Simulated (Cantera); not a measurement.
**Silicon epitaxy and polysilicon growth: SiCl4 + H2**

Input: 1 mol SiCl4, 17 mol H2, equilibrated at 110 Pa.

Method: chemical equilibrium by Gibbs-energy minimisation in Cantera with the NASA 1993 tables (ideal gas, pure condensed phases). Candidate condensed phases: Si; 19 gas species. The tables' values for SiCl3, SiCl are old estimates; treat these amounts as uncertain. Gases not in the tables: Si2H6 and higher silanes. Rates play no part.

```
T (K)   x H2   x HCl  x SiCl2   x SiCl4  n Si(s)  n Si(l)
-----  -----  ------  -------  --------  -------  -------
1098   0.871  0.0861   0.0173    0.0181    0.205        0
1148   0.855   0.102   0.0266   0.00969    0.197        0
1198   0.845   0.111   0.0346   0.00417    0.176        0
1248   0.840   0.115   0.0398   0.00158    0.154        0
1298   0.838   0.116   0.0429  0.000578    0.134        0
1348   0.838   0.116   0.0448  0.000219    0.116        0
1398   0.838   0.115   0.0463   8.70e-5    0.100        0
1448   0.838   0.114   0.0474   3.66e-5   0.0858        0
1498   0.838   0.112   0.0483   1.62e-5   0.0723        0
1548   0.838   0.111   0.0490   7.59e-6   0.0594        0
1598   0.838   0.110   0.0496   3.71e-6   0.0466        0
1648   0.838   0.109   0.0502   1.90e-6   0.0325        0
1698   0.836   0.108   0.0503   1.01e-6        0   0.0197
1748   0.832   0.110   0.0487   5.71e-7        0   0.0277
```
x: gas mole fraction; n: condensed amount in mol.

From 1098 K to 1648 K the condensed part is Si(s). From 1698 K to 1748 K the condensed part is Si(l). The main Si-bearing gas is SiCl4 at 1098 K and SiCl2 at 1748 K. The share of Si in condensed phases is highest at 1098 K (20.5 %) and lowest at 1698 K (2.0 %).
